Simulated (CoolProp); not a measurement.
100 sccm (0 °C, 1 atm) of nitrogen bubbles through liquid hexamethyldisiloxane (MM) at 318.3 K and leaves saturated at a total pressure of 0.15 MPa (ideal gas phase). Each further row changes one setting.

Computed with CoolProp (reference Helmholtz-energy equation of state, Thol 2016).

```csv
case,vapour pressure (kPa),mole fraction of vapour,delivery (mg/min),delivery (sccm),change of delivery for a bath 1 K warmer (%)
as stated,14.3,0.0954,76.4,10.5,4.9
bath temperature 323.3 K,17.7,0.118,96.7,13.4,4.8
total pressure 0.3 MPa,14.3,0.0477,36.3,5.01,4.6
```
